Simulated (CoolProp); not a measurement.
Vapour-liquid equilibrium of propane (1) + n-pentane (2) at 12.55 °C; x and y are mole fractions of (1).

Computed with CoolProp (multi-fluid Helmholtz-energy mixture model, Lemmon 2009 and Thol 2019; pair parameters Kunz 2012).

| x | bubble pressure, mixture model (kPa) | bubble pressure, Raoult's law (kPa) | y, mixture model | y, Raoult's law |
|---|---|---|---|---|
| 0.05 | 79.34 | 74.15 | 0.486 | 0.461 |
| 0.15 | 149.3 | 138.3 | 0.746 | 0.742 |
| 0.25 | 214.8 | 202.5 | 0.838 | 0.844 |
| 0.35 | 277.6 | 266.7 | 0.886 | 0.897 |
| 0.45 | 338.7 | 330.8 | 0.917 | 0.930 |
| 0.55 | 399.1 | 395.0 | 0.939 | 0.952 |
| 0.65 | 459.3 | 459.2 | 0.956 | 0.968 |
| 0.75 | 520.1 | 523.4 | 0.970 | 0.980 |
| 0.85 | 582.5 | 587.5 | 0.983 | 0.989 |
| 0.95 | 648.5 | 651.7 | 0.994 | 0.997 |

The largest gap from Raoult's law is +8.0 % in bubble pressure, at x = 0.15. No azeotrope shows between x = 0.05 and 0.95.

The pair parameters rest on a limited set of measurements; away from them the model extrapolates. The gap from Raoult's law changes sign with composition, which may be real or a fault of the pair parameters; it wasn't checked against measurements.
